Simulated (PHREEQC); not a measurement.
Model water analysis in mg/L, 20 °C, pH 2.54, pe 8.2:

```tsv
constituent	mg/L
Na	13.8
K	106
Ca	13.1
Mg	33.2
Cl	74.2
S(6) as SO4	510
Zn	1.68
N(5) as NO3	1.79
F	0.0829
```

Valence states are taken as typed.

Computed with PHREEQC (ion-association model, phreeqc.dat).

### Question
The ionic strength comes out as 0.0155 mol/kgw. What activity coefficients do NO3-, Na+, SO4-2, NaSO4-, Cl- get?

### Answer
NO3- 0.88, Na+ 0.89, SO4-2 0.62, NaSO4- 0.89, Cl- 0.88.

Precipitation was switched off in this run. Complexes and solids missing from the database can't appear.
